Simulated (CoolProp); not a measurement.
Hydrogen chloride along the isobar 2930 kPa: fugacity coefficient from the reference equation and from simpler models built on Tc = 324.7 K, pc = 8314 kPa, ω = 0.130; each cubic takes its own stable root.

Model: reference Helmholtz-energy equation of state, Thol 2018, in CoolProp.

```json
[
 {"T (K)": "282.7", "phase": "gas", "reference": "0.7988", "van der Waals": "0.8546", "Redlich-Kwong": "0.8248", "Soave-Redlich-Kwong": "0.8204"},
 {"T (K)": "287.9", "phase": "gas", "reference": "0.8109", "van der Waals": "0.8609", "Redlich-Kwong": "0.8337", "Soave-Redlich-Kwong": "0.8300"},
 {"T (K)": "293.1", "phase": "gas", "reference": "0.8219", "van der Waals": "0.8667", "Redlich-Kwong": "0.8420", "Soave-Redlich-Kwong": "0.8389"},
 {"T (K)": "298.2", "phase": "gas", "reference": "0.8317", "van der Waals": "0.8722", "Redlich-Kwong": "0.8496", "Soave-Redlich-Kwong": "0.8471"},
 {"T (K)": "303.4", "phase": "gas", "reference": "0.8409", "van der Waals": "0.8774", "Redlich-Kwong": "0.8569", "Soave-Redlich-Kwong": "0.8549"},
 {"T (K)": "308.6", "phase": "gas", "reference": "0.8494", "van der Waals": "0.8823", "Redlich-Kwong": "0.8637", "Soave-Redlich-Kwong": "0.8623"},
 {"T (K)": "313.7", "phase": "gas", "reference": "0.8571", "van der Waals": "0.8869", "Redlich-Kwong": "0.8700", "Soave-Redlich-Kwong": "0.8690"},
 {"T (K)": "318.9", "phase": "gas", "reference": "0.8643", "van der Waals": "0.8914", "Redlich-Kwong": "0.8760", "Soave-Redlich-Kwong": "0.8755"},
 {"T (K)": "324.1", "phase": "gas", "reference": "0.8711", "van der Waals": "0.8956", "Redlich-Kwong": "0.8817", "Soave-Redlich-Kwong": "0.8816"},
 {"T (K)": "329.2", "phase": "gas", "reference": "0.8773", "van der Waals": "0.8995", "Redlich-Kwong": "0.8869", "Soave-Redlich-Kwong": "0.8873"},
 {"T (K)": "334.4", "phase": "gas", "reference": "0.8831", "van der Waals": "0.9033", "Redlich-Kwong": "0.8920", "Soave-Redlich-Kwong": "0.8928"},
 {"T (K)": "339.6", "phase": "gas", "reference": "0.8886", "van der Waals": "0.9069", "Redlich-Kwong": "0.8967", "Soave-Redlich-Kwong": "0.8979"},
 {"T (K)": "344.7", "phase": "gas", "reference": "0.8936", "van der Waals": "0.9103", "Redlich-Kwong": "0.9012", "Soave-Redlich-Kwong": "0.9027"},
 {"T (K)": "349.9", "phase": "gas", "reference": "0.8984", "van der Waals": "0.9135", "Redlich-Kwong": "0.9054", "Soave-Redlich-Kwong": "0.9073"},
 {"T (K)": "355", "phase": "gas", "reference": "0.9029", "van der Waals": "0.9166", "Redlich-Kwong": "0.9094", "Soave-Redlich-Kwong": "0.9116"}
]
```
